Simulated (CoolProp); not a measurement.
Vapour-liquid equilibrium of cyclohexane (1) + dimethyl carbonate (2) at 0.00984 MPa; x and y are mole fractions of (1).

Model: multi-fluid Helmholtz-energy mixture model, Zhou 2014 and Zhou 2011; pair parameters Bell 2016, in CoolProp.

Question: Give the bubble temperature and the first vapour's composition at x = 0.05, 0.2, 0.35. Is there an azeotrope?

Answer: x = 0.05: 297.0 K, y = 0.334; x = 0.2: 288.9 K, y = 0.610; x = 0.35: 287.4 K, y = 0.660. y crosses x between x = 0.65 and 0.8: the model has an azeotrope there.

The pair parameters rest on a limited set of measurements; away from them the model extrapolates.
